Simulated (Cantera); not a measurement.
An isothermal, constant-pressure homogeneous reactor starts with NO : N₂ = 1 : 0.24 (molar parts), at 1700 K and 180 Torr.

Model: GRI-Mech 3.0 (53 species, 325 reactions), integrated in Cantera.

Problem. Predict: x(NO) at 300 s; x(O₂) at 300 s; x(N₂O) at 300 s; x(NO₂) at 300 s; x(N₂) at 300 s; x(O) at 300 s.

Solution. 
| Item | Value |
|---|---|
| x(NO) at 300 s | 0.0311 (gas-phase equilibrium 0.00350) |
| x(O₂) at 300 s | 0.388 (gas-phase equilibrium 0.401) |
| x(N₂O) at 300 s | 4.03e-7 (gas-phase equilibrium 8.71e-8) |
| x(NO₂) at 300 s | 6.47e-5 (gas-phase equilibrium 7.41e-6) |
| x(N₂) at 300 s | 0.581 (gas-phase equilibrium 0.595) |
| x(O) at 300 s | 5.72e-5 (gas-phase equilibrium 5.82e-5) |
